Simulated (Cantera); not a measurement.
Standard-state values (1 bar) from the NASA 1993 polynomials, evaluated with Cantera. Values are per mole of reaction as written; species without (g) are pure solids or liquids, kept so even where they would boil at 1 bar.

Task: Between 2098 and 2773 K, where is each reaction favourable under standard conditions?
- 2 Ti3O5 = Ti4O7 + Ti2O3
- O3(g) + 6 TiO(g) = 3 Ti2O3

Result: 
- 2 Ti3O5 = Ti4O7 + Ti2O3: ΔG° is 14 kJ at 2098 K and 33 kJ at 2773 K; it stays positive (K < 1). ΔH° is -47 kJ and ΔS° -29 J/K at 2773 K.
- O3(g) + 6 TiO(g) = 3 Ti2O3: ΔG° is -2390 kJ at 2098 K and -1742 kJ at 2773 K; it stays negative (K > 1). ΔH° is -4336 kJ and ΔS° -935 J/K at 2773 K.
